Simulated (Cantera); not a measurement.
# Si + N₂O + H₂ (thermal oxidation and active oxidation of silicon)

Feed: 1 mol Si, 0.06 mol N₂O, 2.1 mol H₂, held at 19.0 Pa.

Method: chemical equilibrium by Gibbs-energy minimisation in Cantera with the NASA 1993 tables (ideal gas, pure condensed phases). Candidate condensed phases: H₂O, Si, SiO₂, Si₂N₂O, Si₃N₄; 35 gas species. Mutual solubility and eutectic melting of coexisting phases are not modelled. The tables' values for SiN are old estimates; treat these amounts as uncertain. Gases not in the tables: Si₂H₆ and higher silanes. Rates play no part.

```csv
T (K),log p H₂,log p H,log p Si,log p SiO,log p N₂,n Si(s),n Si₂N₂O(s),n Si(l)
1400,-3.72,-7.18,-9.08,-6.22,-6.22,0.887,0.0533,0
1500,-3.75,-6.63,-7.98,-5.29,-5.29,0.940,0,0
1600,-3.75,-6.14,-7.01,-5.29,-5.29,0.939,0,0
1700,-3.75,-5.71,-6.17,-5.29,-5.29,0,0,0.932
1800,-3.76,-5.33,-5.50,-5.30,-5.30,0,0,0.900
1900,-3.80,-5.00,-4.90,-5.33,-5.33,0,0,0.772
2000,-3.92,-4.75,-4.36,-5.43,-5.44,0,0,0.207
2100,-4.00,-4.51,-4.29,-5.48,-5.48,0,0,0
2200,-4.08,-4.29,-4.31,-5.51,-5.51,0,0,0
```
log p: log10 of the partial pressure in bar; n: condensed amount in mol.

At 1400 K the condensed part is Si(s) + Si₂N₂O(s). From 1500 K to 1600 K the condensed part is Si(s). From 1700 K to 2000 K the condensed part is Si(l). From 2100 K to 2200 K nothing is condensed. The main Si-bearing gas is SiO at 1400 K and Si at 2200 K.
